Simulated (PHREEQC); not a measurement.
KOH is added in steps, without added water, to 1 kg of water holding 0.0062 mol KHCO3 and 0.00012 mol Na2CO3, at 25 °C. O2 is buffered at 0.21 atm. CO2 from the air is kept out. No solid was allowed to form.

Base run: PHREEQC, ion-association model, wateq4f.dat. Each further column changes one thing. The table gives HCO3- (mol/kgw).

```json
[
 {"KOH added (mol)": "0", "base": "0.00614", "all activity coefficients set to 1": "0.00615", "database pitzer.dat": "0.00614", "database phreeqc.dat": "0.00614", "metal-ligand complexes left out": "0.00614"},
 {"KOH added (mol)": "0.002375", "base": "0.00393", "all activity coefficients set to 1": "0.00395", "database pitzer.dat": "0.00393", "database phreeqc.dat": "0.00393", "metal-ligand complexes left out": "0.00393"},
 {"KOH added (mol)": "0.003958", "base": "0.00250", "all activity coefficients set to 1": "0.00255", "database pitzer.dat": "0.00251", "database phreeqc.dat": "0.00250", "metal-ligand complexes left out": "0.00250"},
 {"KOH added (mol)": "0.006333", "base": "0.000886", "all activity coefficients set to 1": "0.000999", "database pitzer.dat": "0.000899", "database phreeqc.dat": "0.000891", "metal-ligand complexes left out": "0.000887"},
 {"KOH added (mol)": "0.008708", "base": "0.000344", "all activity coefficients set to 1": "0.000427", "database pitzer.dat": "0.000351", "database phreeqc.dat": "0.000347", "metal-ligand complexes left out": "0.000344"},
 {"KOH added (mol)": "0.01029", "base": "0.000229", "all activity coefficients set to 1": "0.000292", "database pitzer.dat": "0.000234", "database phreeqc.dat": "0.000232", "metal-ligand complexes left out": "0.000230"},
 {"KOH added (mol)": "0.01267", "base": "0.000150", "all activity coefficients set to 1": "0.000195", "database pitzer.dat": "0.000153", "database phreeqc.dat": "0.000152", "metal-ligand complexes left out": "0.000150"},
 {"KOH added (mol)": "0.01504", "base": "0.000111", "all activity coefficients set to 1": "0.000146", "database pitzer.dat": "0.000112", "database phreeqc.dat": "0.000112", "metal-ligand complexes left out": "0.000111"},
 {"KOH added (mol)": "0.01663", "base": "9.38e-5", "all activity coefficients set to 1": "0.000125", "database pitzer.dat": "9.48e-5", "database phreeqc.dat": "9.49e-5", "metal-ligand complexes left out": "9.40e-5"},
 {"KOH added (mol)": "0.019", "base": "7.62e-5", "all activity coefficients set to 1": "0.000102", "database pitzer.dat": "7.67e-5", "database phreeqc.dat": "7.71e-5", "metal-ligand complexes left out": "7.64e-5"}
]
```

 pitzer.dat has no redox and few complexes: it carries them in its interaction parameters. phreeqc.dat and wateq4f.dat share most of their constants, so their agreement is no independent check.
